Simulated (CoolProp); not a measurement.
Aqueous potassium acetate as a coolant, 29 % by mass, freezing at -21.6 °C, 1 atm.

Computed with CoolProp (Melinder's fits for secondary coolants).

```json
[
 {"T (°C)": "-18.1", "conductivity (W/(m K))": "0.454", "viscosity (mPa s)": "8.60", "cp (kJ/(kg K))": "3.182", "density (kg/m³)": "1166"},
 {"T (°C)": "-13.6", "conductivity (W/(m K))": "0.460", "viscosity (mPa s)": "6.94", "cp (kJ/(kg K))": "3.191", "density (kg/m³)": "1164"},
 {"T (°C)": "-9.2", "conductivity (W/(m K))": "0.466", "viscosity (mPa s)": "5.72", "cp (kJ/(kg K))": "3.200", "density (kg/m³)": "1163"},
 {"T (°C)": "-4.7", "conductivity (W/(m K))": "0.471", "viscosity (mPa s)": "4.76", "cp (kJ/(kg K))": "3.209", "density (kg/m³)": "1161"},
 {"T (°C)": "-0.3", "conductivity (W/(m K))": "0.477", "viscosity (mPa s)": "4.05", "cp (kJ/(kg K))": "3.217", "density (kg/m³)": "1160"},
 {"T (°C)": "4.1", "conductivity (W/(m K))": "0.483", "viscosity (mPa s)": "3.48", "cp (kJ/(kg K))": "3.226", "density (kg/m³)": "1158"},
 {"T (°C)": "8.6", "conductivity (W/(m K))": "0.489", "viscosity (mPa s)": "3.02", "cp (kJ/(kg K))": "3.235", "density (kg/m³)": "1157"},
 {"T (°C)": "13", "conductivity (W/(m K))": "0.494", "viscosity (mPa s)": "2.66", "cp (kJ/(kg K))": "3.243", "density (kg/m³)": "1155"},
 {"T (°C)": "17.5", "conductivity (W/(m K))": "0.500", "viscosity (mPa s)": "2.35", "cp (kJ/(kg K))": "3.252", "density (kg/m³)": "1153"},
 {"T (°C)": "21.9", "conductivity (W/(m K))": "0.506", "viscosity (mPa s)": "2.11", "cp (kJ/(kg K))": "3.261", "density (kg/m³)": "1151"},
 {"T (°C)": "26.4", "conductivity (W/(m K))": "0.512", "viscosity (mPa s)": "1.90", "cp (kJ/(kg K))": "3.270", "density (kg/m³)": "1149"},
 {"T (°C)": "30.8", "conductivity (W/(m K))": "0.517", "viscosity (mPa s)": "1.72", "cp (kJ/(kg K))": "3.279", "density (kg/m³)": "1147"},
 {"T (°C)": "35.3", "conductivity (W/(m K))": "0.523", "viscosity (mPa s)": "1.57", "cp (kJ/(kg K))": "3.289", "density (kg/m³)": "1145"}
]
```
